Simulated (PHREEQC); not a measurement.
# Acid mine or pickling water (model solution)

Model water analysis in mg/L, 20 °C, pH 3.8, pe 9: Na 16.9; K 0.132; Ca 62.8; Mg 18.5; Cl 56.6; S(6) as SO4 191; B 0.0224.

Valence states are taken as typed.

Equilibrium calculation in PHREEQC: ion-association model, phreeqc.dat.

Each row changes one thing in this solution. Precipitation was switched off in this run.

| case | ionic strength (mol/kgw) | SO4-2 (mol/kgw) | Ca+2 (mol/kgw) | Mg+2 (mol/kgw) | HSO4- (mol/kgw) | SI of Gypsum (CaSO4:2H2O) | SI of Halite (NaCl) |
|---|---|---|---|---|---|---|---|
| as made | 0.00868 | 0.00167 | 0.00138 | 0.000655 | 1.75e-5 | -1.38 | -7.58 |
| all concentrations times 2 at the same typed pH | 0.0164 | 0.00312 | 0.00262 | 0.00123 | 2.99e-5 | -0.93 | -7.01 |
| temperature from 20 to 25 °C at the same typed pH | 0.00862 | 0.00166 | 0.00138 | 0.000643 | 1.93e-5 | -1.39 | -7.59 |
| B from 0.0224 to 0.0112 mg/L | 0.00868 | 0.00167 | 0.00138 | 0.000655 | 1.75e-5 | -1.38 | -7.58 |
